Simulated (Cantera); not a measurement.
# Equilibrium for abatement and gas-phase synthesis: HF + SO₂ + O₂

Charge: 1 mol HF, 0.28 mol SO₂, 0.092 mol O₂, held at 13300 Pa.

Cantera equilibrium calculation (NASA polynomials, part measured and part estimated; ideal gas, pure solids and liquids). Candidate condensed phases: H₂O, H₂SO₄, S; 71 gas species. Ions and electrons are included (thermal ionisation). Equilibrium is a limit: real reactors are often held back by kinetics, nucleation or transport.

```json
[
 {"T (K)": "3000", "log p HF": "-1.09", "log p F": "-2.28", "log p H": "-2.63", "log p O": "-1.99", "log p SO₂": "-1.87", "log p S": "-2.87", "log p SO": "-2.03", "log p O₂": "-2.10", "log p OH": "-2.80"},
 {"T (K)": "3500", "log p HF": "-1.31", "log p F": "-1.77", "log p H": "-1.87", "log p O": "-1.53", "log p SO₂": "-2.87", "log p S": "-2.06", "log p SO": "-2.09", "log p O₂": "-2.45", "log p OH": "-2.71"},
 {"T (K)": "4000", "log p HF": "-1.76", "log p F": "-1.47", "log p H": "-1.50", "log p O": "-1.46", "log p SO₂": "-4.61", "log p S": "-1.90", "log p SO": "-2.86", "log p O₂": "-3.27", "log p OH": "-3.11"},
 {"T (K)": "4500", "log p HF": "-2.42", "log p F": "-1.38", "log p H": "-1.38", "log p O": "-1.48", "log p SO₂": "-6.24", "log p S": "-1.90", "log p SO": "-3.67", "log p O₂": "-4.05", "log p OH": "-3.68"},
 {"T (K)": "5000", "log p HF": "-3.08", "log p F": "-1.36", "log p H": "-1.36", "log p O": "-1.48", "log p SO₂": "-7.54", "log p S": "-1.91", "log p SO": "-4.30", "log p O₂": "-4.66", "log p OH": "-4.19"}
]
```
log p: log10 of the partial pressure in bar; nothing condenses.

From 3000 K to 5000 K nothing is condensed.
